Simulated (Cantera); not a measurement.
Input: 1 mol CaCO3, 4.1 mol O2, 0.13 mol CO2, at 1.00 bar.

Cantera equilibrium calculation (NASA polynomials, part measured and part estimated; ideal gas, pure solids and liquids). Candidate condensed phases: C, Ca, CaCO3, CaO; 15 gas species. The numbers say what is thermodynamically allowed, not how fast it happens.

x: gas mole fraction; n: condensed amount in mol.

```tsv
T (°C)	x O2	x CO2	x O	x CO	x O3	n CaCO3(calcite)	n CaO(s)
400	0.969	0.0307	<1e-12	<1e-12	<1e-12	1.00	0
500	0.969	0.0307	<1e-12	<1e-12	<1e-12	1.00	0
600	0.969	0.0307	1.87e-12	<1e-12	<1e-12	1.00	0
700	0.969	0.0310	6.66e-11	<1e-12	5.86e-12	0.999	0.00138
800	0.784	0.216	1.10e-9	?	2.21e-11	0	1.00
900	0.784	0.216	1.24e-8	?	8.71e-11	0	1.00
1000	0.784	0.216	9.52e-8	?	2.77e-10	0	1.00
1100	0.784	0.216	5.46e-7	?	7.44e-10	0	1.00
1200	0.784	0.216	2.47e-6	?	1.75e-9	0	1.00
1300	0.784	0.216	9.25e-6	?	3.71e-9	0	1.00
```

### Question
What belongs in the gaps?

### Answer

- 800, x CO: 1.50e-10
- 900, x CO: 2.22e-9
- 1000, x CO: 2.15e-8
- 1100, x CO: 1.49e-7
- 1200, x CO: 7.91e-7
- 1300, x CO: 3.39e-6
